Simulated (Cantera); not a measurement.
Equilibrium for fluorocarbon and chlorocarbon gases: C2F6 + CH4

A closed system holds: 1 mol C2F6, 0.0072 mol CH4, equilibrated at 78.0 Pa.

Method: chemical equilibrium by Gibbs-energy minimisation in Cantera with the NASA 1993 tables (ideal gas, pure condensed phases). Candidate condensed phases: C, C6H6, C7H8, C8H18; 110 gas species. Ions and electrons are included (thermal ionisation). The feed counts by its element totals alone. Rates play no part.

| T (°C) | log p F | log p C | log p C3 | log p CF | log p C2 | log p H |
|---|---|---|---|---|---|---|
| 2727 | -3.19 | -4.57 | -4.32 | -4.39 | -5.04 | -6.19 |
| 3227 | -3.23 | -3.80 | -5.34 | -5.05 | -5.02 | -5.59 |
| 3727 | -3.23 | -3.72 | -7.60 | -6.02 | -6.01 | -5.56 |
| 4227 | -3.23 | -3.71 | -9.54 | -6.83 | -6.89 | -5.55 |
| 4727 | -3.24 | -3.71 | -11.10 | -7.49 | -7.60 | -5.55 |
log p: log10 of the partial pressure in bar; nothing condenses.

From 2727 °C to 4727 °C nothing is condensed. The main C-bearing gas is C3 at 2727 °C and C at 4727 °C.
